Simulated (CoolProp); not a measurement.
Vapour pressure (MPa) of chlorine: the reference equation beside estimates from Tc = 143.7 °C, pc = 7.642 MPa, ω = 0.070.

Computed with CoolProp (reference Helmholtz-energy equation of state, Thol 2021).

```tsv
T (°C)	reference	van der Waals	Soave-Redlich-Kwong	Peng-Robinson
-30.85	0.1159	0.5513	0.1182	0.1221
-24.85	0.1488	0.6364	0.1512	0.1553
-18.75	0.1893	0.7317	0.1917	0.1960
-12.75	0.2369	0.8344	0.2392	0.2435
-6.75	0.2932	0.9465	0.2953	0.2995
-0.75	0.3591	1.068	0.3609	0.3648
5.25	0.4357	1.200	0.4371	0.4404
11.25	0.5240	1.342	0.5247	0.5273
17.25	0.6249	1.495	0.6249	0.6264
23.25	0.7396	1.658	0.7387	0.7389
29.25	0.8690	1.833	0.8672	0.8658
35.25	1.014	2.020	1.012	1.008
41.25	1.177	2.218	1.173	1.167
47.25	1.357	2.428	1.352	1.344
```

Absolute difference from the reference over all 14 rows, mean and median: van der Waals 188.2 and 165.8 %, Soave-Redlich-Kwong 0.6 and 0.4 %, Peng-Robinson 1.8 and 1.0 %.
